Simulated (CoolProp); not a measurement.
The numbers come from the reference Helmholtz-energy equation of state, Leachman 2009 in CoolProp.

Q: For normal hydrogen, give the phase and the cp (kJ/(kg K)) at 81.7 K and 18.4 bar.

A: 
- 81.7 K and 18.4 bar: supercritical; cp 11.7
